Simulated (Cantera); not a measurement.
Feed: 1 mol (CH3)2SiCl2, 10 mol H2, held at 110 Pa.

Cantera equilibrium calculation (NASA polynomials, part measured and part estimated; ideal gas, pure solids and liquids). Candidate condensed phases: C, C6H6, C7H8, C8H18, Si, SiC; 109 gas species. The feed counts by its element totals alone. The tables' values for SiCl are old estimates; treat these amounts as uncertain. Equilibrium is a limit: real reactors are often held back by kinetics, nucleation or transport.

log p: log10 of the partial pressure in bar; n: condensed amount in mol.

| T (°C) | log p H2 | log p HCl | log p H | log p Cl | log p SiCl2 | log p Si | n C(graphite) | n SiC(s) |
|---|---|---|---|---|---|---|---|---|
| 1427 | -3.03 | -3.81 | -5.35 | -6.24 | -5.88 | (withheld) | 1.02 | 0.983 |
| 1452 | -3.03 | -3.82 | -5.24 | -6.14 | -5.84 | (withheld) | 1.02 | 0.981 |
| 1477 | -3.03 | -3.82 | -5.15 | -6.05 | -5.80 | (withheld) | 1.02 | 0.979 |
| 1502 | -3.03 | -3.82 | -5.05 | -5.96 | -5.77 | (withheld) | 1.02 | 0.977 |
| 1527 | -3.03 | -3.82 | -4.96 | -5.87 | -5.74 | (withheld) | 1.02 | 0.975 |
| 1552 | -3.03 | -3.82 | -4.87 | -5.78 | -5.71 | (withheld) | 1.02 | 0.973 |
| 1577 | -3.03 | -3.83 | -4.78 | -5.70 | -5.68 | (withheld) | 1.02 | 0.970 |
| 1602 | -3.03 | -3.83 | -4.70 | -5.62 | -5.65 | (withheld) | 1.03 | 0.966 |
| 1627 | -3.04 | -3.83 | -4.62 | -5.54 | -5.63 | (withheld) | 1.03 | 0.961 |
| 1652 | -3.04 | -3.84 | -4.54 | -5.46 | -5.60 | (withheld) | 1.03 | 0.955 |

### Question
What belongs in the gaps?

### Answer

- 1427, log p Si: -8.00
- 1452, log p Si: -7.77
- 1477, log p Si: -7.54
- 1502, log p Si: -7.33
- 1527, log p Si: -7.12
- 1552, log p Si: -6.91
- 1577, log p Si: -6.71
- 1602, log p Si: -6.52
- 1627, log p Si: -6.33
- 1652, log p Si: -6.15
